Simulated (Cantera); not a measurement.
# Adiabatic ignition

An adiabatic, constant-pressure homogeneous reactor starts with CH₄ : O₂ : N₂ = 1 : 4.65 : 17.5 (molar parts), equivalence ratio 0.43, at 1448 K and 0.711 atm.

Detailed kinetics in Cantera: GRI-Mech 3.0 (53 species, 325 reactions).

```
t (s)     T (K)   x CH₄   x O₂     x HCN      x NO    x H₂O₂
--------  -----  ------  -----  --------  --------  --------
4.00e-6    1448  0.0432  0.201    <1e-12    <1e-12  1.45e-10
1.09e-5    1448  0.0432  0.201    <1e-12    <1e-12  9.23e-10
2.97e-5    1448  0.0432  0.201    <1e-12    <1e-12   4.75e-9
8.10e-5    1448  0.0432  0.201    <1e-12    <1e-12   1.77e-8
0.000221   1448  0.0432  0.201    <1e-12    <1e-12   4.86e-8
0.000602   1448  0.0431  0.201    <1e-12    <1e-12   9.79e-8
0.00164    1470  0.0388  0.198  3.67e-12  1.11e-11   3.26e-6
0.00447    2298  <1e-12  0.113    <1e-12  0.000301   1.02e-7
0.0122     2298  <1e-12  0.112    <1e-12  0.000961   1.03e-7
0.0332     2295  <1e-12  0.111    <1e-12   0.00260   1.02e-7
0.0906     2289  <1e-12  0.110    <1e-12   0.00592   9.96e-8
0.247      2282  <1e-12  0.108    <1e-12   0.00956   9.73e-8
0.673      2280  <1e-12  0.108    <1e-12    0.0105   9.67e-8
1.83       2280  <1e-12  0.108    <1e-12    0.0105   9.67e-8
5.00       2280  <1e-12  0.108    <1e-12    0.0105   9.67e-8
```
x: mole fraction; the columns are a selection and need not sum to one.

| Quantity | Value |
|---|---|
| time of steepest temperature rise | 1.89 ms |
| temperature at 5.00 s | 2280 K |
| equilibrium temperature | 2280 K |
| x(CH₄) at 5.00 s | <1e-12 (gas-phase equilibrium <1e-12) |
| x(O₂) at 5.00 s | 0.108 (gas-phase equilibrium 0.108) |
| x(HCN) at 5.00 s | <1e-12 (gas-phase equilibrium <1e-12) |
